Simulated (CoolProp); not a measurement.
The fluid at 298.15 K and 0.0578 MPa expands adiabatically to 0.0111 MPa with isentropic efficiency 0.85. The same conditions are run with several fluids, on thermodynamics alone (safety and materials aside).

Computed with CoolProp (reference Helmholtz-energy equation of state of each fluid (R1336mzz(Z): McLinden 2020; carbon monoxide: Lemmon 2006; R1233zd(E): Akasaka 2022; normal hydrogen: Leachman 2009; fluorine: de Reuck 1990)).

```json
[
 {"fluid": "R1336mzz(Z)", "work (kJ/kg)": "19.7", "final temperature (K)": "272.1", "final density (kg/m³)": "0.812"},
 {"fluid": "carbon monoxide", "work (kJ/kg)": "98.9", "final temperature (K)": "202.9", "final density (kg/m³)": "0.184"},
 {"fluid": "R1233zd(E)", "work (kJ/kg)": "24.5", "final temperature (K)": "263.9", "final density (kg/m³)": "0.664"},
 {"fluid": "normal hydrogen", "work (kJ/kg)": "1370", "final temperature (K)": "200.5", "final density (kg/m³)": "0.0134"},
 {"fluid": "fluorine", "work (kJ/kg)": "73.7", "final temperature (K)": "206.2", "final density (kg/m³)": "0.246"}
]
```
